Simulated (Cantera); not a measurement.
Feed: 1 mol Fe2O3, 4.3 mol C, 0.46 mol H2, at 1473.15 K and 590000 Pa.

Cantera equilibrium calculation (NASA polynomials, part measured and part estimated; ideal gas, pure solids and liquids). Candidate condensed phases: C, C6H6, C7H8, C8H18, Fe, Fe(CO)5, FeO, Fe(OH)2, Fe(OH)3, Fe2O3, Fe3O4, H2O; 114 gas species. Iron dissolves carbon and melts from about 1420 K in contact with it, which pure phases cannot show. Condensed phases not in the tables: cementite and carbon dissolved in iron. Rates play no part.

Base state: CO 0.863, H2 0.132, CO2 0.00371, H2O 0.00140, CH4 0.000300 (mole fractions); condensed: C(graphite) + Fe(γ).

Problem. What changes in the equilibrium state with this change: pressure from 590000 Pa to 970 Pa?

Solution. 
```tsv
species	before	after
CO	0.863	0.867
H2	0.132	0.133
H	1.89e-6	4.69e-5
CO2	0.00371	6.16e-6
H2O	0.00140	2.34e-6
CH4	0.000300	5.03e-7
C(graphite), mol	1.32	1.30
Fe(γ), mol	2.00	2.00
```
